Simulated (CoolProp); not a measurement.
Vapour-liquid equilibrium of ethanol (1) + ethylbenzene (2) at 120.15 °C; x and y are mole fractions of (1).

Computed with CoolProp (multi-fluid Helmholtz-energy mixture model, Schroeder 2014 and Zhou 2012; pair parameters Bell 2016).

```json
[
 {"x": "0.05", "bubble pressure (kPa)": "135.0", "y at the bubble point": "0.530", "dew pressure at overall composition x (kPa)": "67.93", "liquid density (mol/L)": "7.479"},
 {"x": "0.15", "bubble pressure (kPa)": "230.5", "y at the bubble point": "0.738", "dew pressure at overall composition x (kPa)": "75.86", "liquid density (mol/L)": "7.853"},
 {"x": "0.25", "bubble pressure (kPa)": "286.0", "y at the bubble point": "0.798", "dew pressure at overall composition x (kPa)": "85.82", "liquid density (mol/L)": "8.278"},
 {"x": "0.35", "bubble pressure (kPa)": "318.7", "y at the bubble point": "0.827", "dew pressure at overall composition x (kPa)": "98.72", "liquid density (mol/L)": "8.766"},
 {"x": "0.45", "bubble pressure (kPa)": "339.8", "y at the bubble point": "0.845", "dew pressure at overall composition x (kPa)": "116.1", "liquid density (mol/L)": "9.333"},
 {"x": "0.55", "bubble pressure (kPa)": "355.8", "y at the bubble point": "0.860", "dew pressure at overall composition x (kPa)": "140.7", "liquid density (mol/L)": "9.996"},
 {"x": "0.65", "bubble pressure (kPa)": "370.7", "y at the bubble point": "0.876", "dew pressure at overall composition x (kPa)": "178.0", "liquid density (mol/L)": "10.78"},
 {"x": "0.75", "bubble pressure (kPa)": "386.3", "y at the bubble point": "0.896", "dew pressure at overall composition x (kPa)": "240.3", "liquid density (mol/L)": "11.71"},
 {"x": "0.85", "bubble pressure (kPa)": "403.4", "y at the bubble point": "0.926", "dew pressure at overall composition x (kPa)": "345.4", "liquid density (mol/L)": "12.84"},
 {"x": "0.95", "bubble pressure (kPa)": "421.0", "y at the bubble point": "0.970", "dew pressure at overall composition x (kPa)": "413.9", "liquid density (mol/L)": "14.20"}
]
```

No azeotrope shows between x = 0.05 and 0.95.

The pair parameters rest on a limited set of measurements; away from them the model extrapolates. With so large a gap from Raoult's law the liquid may split in two, which this calculation doesn't test in full.
